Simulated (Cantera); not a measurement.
**Ignition delay**

Mixture: H₂ : O₂ : N₂ = 1 : 0.312 : 1.17 (molar parts), equivalence ratio 1.6, at 5.00 bar, adiabatic and at constant pressure. Ignition delay is the time to a rise of 400 K.

Computed with Cantera and the H2/O2 subset of GRI-Mech 3.0, which has no nitrogen chemistry. The hydrogen kinetics of GRI-Mech 3.0 are dated; newer H2 mechanisms differ, most at raised pressure. Where the delays flatten at high temperature, the 400 K rule measures the pace of heat release, not the induction time.

```tsv
T0 (K)	delay (ms)
1225	0.0129
1275	0.00838
1325	0.00611
1375	0.00473
1425	0.00382
1475	0.00318
1525	0.00270
1575	0.00235
```
